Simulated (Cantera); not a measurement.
Charge: 1 mol Pb, 0.046 mol H2S, 270 mol H2.

Equilibrium computed with Cantera from the NASA thermochemical tables; the gas is ideal and each condensed phase is pure. Candidate condensed phases: Pb, PbS, S; 10 gas species. Kinetics and transport are ignored.

Stable condensed phases, one row left out:

```
T in K \ P in Pa
              10      82     670    5500   45000  370000 3000000
   1198        A       A       A       A       B       B       B
   1173        A       A       A       A       B       B       B
   1148        A       A       A       A       B       B       B
   1123        A       A       A       B       B       B       B
   1098        A       A       A       B       B       B       B
   1073        A       A       A       B       B       B       B
   1048        A       A       A       B       B       B       B
    998        A       A       B       B       B       B       B
    973        A       A       B       B       B       B       B
```

A: gas only; B: Pb.

**Question.** Give the row for 1023 K.

**Answer.** 10: gas only; 82: gas only; 670: gas only; 5500: Pb; 45000: Pb; 370000: Pb; 3000000: Pb.
